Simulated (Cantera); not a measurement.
Adiabatic ignition

An adiabatic, constant-volume homogeneous reactor starts with 13.3 % CH₄, 0.956 % CO, 18.1 % O₂, 67.7 % N₂, equivalence ratio 1.5, at 1573 K and 8.70 bar.

Detailed kinetics in Cantera: GRI-Mech 3.0 (53 species, 325 reactions). Above 3000 K some thermodynamic fits are extrapolated.

```
t (s)     T (K)  P (bar)     x CH₄     x CO     x O₂    x HO₂     x OH    x C₂H₂
--------  -----  -------  --------  -------  -------  -------  -------  --------
2.00e-6    1573     8.70     0.133  0.00956    0.181  3.34e-6  5.35e-8    <1e-12
4.80e-6    1573     8.70     0.133  0.00956    0.181  6.17e-6  1.26e-7  3.71e-12
1.15e-5    1573     8.70     0.133  0.00956    0.180  8.65e-6  3.15e-7  2.57e-10
2.76e-5    1575     8.71     0.132  0.00957    0.180  1.38e-5  7.29e-7   1.60e-8
6.62e-5    1590     8.80     0.129   0.0100    0.178  4.07e-5  2.31e-6   7.33e-7
0.000159   3121     19.0  3.20e-11   0.0992  0.00123  2.92e-6   0.0114    <1e-12
0.000381   3117     19.0  3.28e-11   0.0993  0.00119  2.83e-6   0.0112    <1e-12
0.000913   3117     19.0  3.28e-11   0.0993  0.00119  2.83e-6   0.0112    <1e-12
0.00219    3117     19.0  3.28e-11   0.0993  0.00119  2.83e-6   0.0112    <1e-12
0.00525    3117     19.0  3.28e-11   0.0993  0.00119  2.83e-6   0.0112    <1e-12
0.0126     3117     19.0  3.28e-11   0.0993  0.00119  2.83e-6   0.0112    <1e-12
0.0302     3117     19.0  3.28e-11   0.0993  0.00119  2.83e-6   0.0112    <1e-12
0.0725     3117     19.0  3.28e-11   0.0993  0.00119  2.83e-6   0.0112    <1e-12
0.174      3117     19.0  3.28e-11   0.0993  0.00119  2.83e-6   0.0112    <1e-12
0.417      3117     19.0  3.28e-11   0.0993  0.00119  2.83e-6   0.0112    <1e-12
1.00       3117     19.0  3.28e-11   0.0993  0.00119  2.83e-6   0.0112    <1e-12
```
x: mole fraction; the columns are a selection and need not sum to one.

```json
{
 "time_of_steepest_temperature_rise": "0.120 ms",
 "temperature at 1.00 s": "3117 K",
 "equilibrium_temperature": "3117 K",
 "x(CH₄) at 1.00 s": "3.28e-11 (gas-phase equilibrium 3.79e-11)",
 "x(CO) at 1.00 s": "0.0993 (gas-phase equilibrium 0.0993)",
 "x(O₂) at 1.00 s": "0.00119 (gas-phase equilibrium 0.00119)"
}
```
